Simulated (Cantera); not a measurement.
A closed system holds: 1 mol SiH4, 2.5 mol CH4, 130 mol H2, at 0.340 bar.

These are equilibrium values from Cantera (NASA tables, ideal gas, pure condensed phases), not measurements of a reactor. Candidate condensed phases: C, C6H6, C7H8, C8H18, Si, SiC; 87 gas species. Rates play no part. All values below are at 1600 K.

Base state: H2 0.999, CH4 0.000554, H 9.32e-5, C2H2 (acetylene) 2.75e-5 (mole fractions); condensed: C(graphite) + SiC(s).

Problem. What changes in the equilibrium state with this change: SiH4 replaced by CH3SiCl3?

Solution. 
```
species             before     after
----------------  --------  --------
H2                   0.999     0.978
HCl                      0    0.0217
CH4               0.000554  0.000530
SiCl2                    0   1.75e-5
C2H2 (acetylene)   2.75e-5   2.69e-5
H                  9.32e-5   9.22e-5
C(graphite), mol      1.42      2.42
SiC(s), mol          1.000     0.998
```
The feed counts by its element totals alone.
